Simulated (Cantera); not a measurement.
## Chlorosilane synthesis and conversion: SiCl4 + HCl + H2

Feed: 1 mol SiCl4, 1.2 mol HCl, 0.43 mol H2, held at 1100000 Pa.

These are equilibrium values from Cantera (NASA tables, ideal gas, pure condensed phases), not measurements of a reactor. Candidate condensed phases: Si; 19 gas species. The tables' values for SiCl3 are old estimates; treat these amounts as uncertain. The numbers say what is thermodynamically allowed, not how fast it happens.

From 973 K to 1373 K nothing is condensed. The main Si-bearing gas is SiCl4 throughout.

```csv
T (K),log p HCl,log p SiCl4,log p H2,log p SiHCl3,log p SiCl3,log p SiCl2,log p SiH2Cl2,log p Cl
973,0.70,0.62,0.25,-2.08,-4.12,-7.40,-5.76,-8.42
1023,0.70,0.62,0.25,-1.90,-3.66,-6.62,-5.38,-7.84
1073,0.70,0.62,0.25,-1.74,-3.25,-5.91,-5.04,-7.32
1123,0.70,0.62,0.25,-1.60,-2.87,-5.27,-4.73,-6.84
1173,0.70,0.62,0.25,-1.47,-2.53,-4.69,-4.46,-6.41
1223,0.70,0.62,0.24,-1.36,-2.22,-4.16,-4.20,-6.00
1273,0.71,0.61,0.24,-1.25,-1.94,-3.67,-3.98,-5.63
1323,0.71,0.61,0.23,-1.16,-1.68,-3.23,-3.77,-5.29
1373,0.71,0.61,0.23,-1.07,-1.44,-2.82,-3.58,-4.96
```
log p: log10 of the partial pressure in bar; nothing condenses.
